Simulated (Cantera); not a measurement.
Feed: 1 mol BN, 4.2 mol H₂, equilibrated at 6.00 Torr.

Equilibrium computed with Cantera from the NASA thermochemical tables; the gas is ideal and each condensed phase is pure. Candidate condensed phases: B, BN; 15 gas species. Mutual solubility and eutectic melting of coexisting phases are not modelled. The tables' values for BH₂ are old estimates; treat these amounts as uncertain. The numbers say what is thermodynamically allowed, not how fast it happens. All values below are at 1698 K.

Base state: H₂ 0.998, H 0.00162, N₂ 7.21e-5, BH₂ 6.00e-5 (mole fractions); condensed: B(s) + BN(s).

Task: What changes in the equilibrium state with this change: pressure from 6.00 Torr to 1.00 Torr?

Result: 
| species | before | after |
|---|---|---|
| H₂ | 0.998 | 0.996 |
| H | 0.00162 | 0.00395 |
| N₂ | 7.21e-5 | 0.000433 |
| BH₂ | 6.00e-5 | 5.99e-5 |
| B(s), mol | 0.000349 | 0.00339 |
| BN(s), mol | 0.999 | 0.996 |
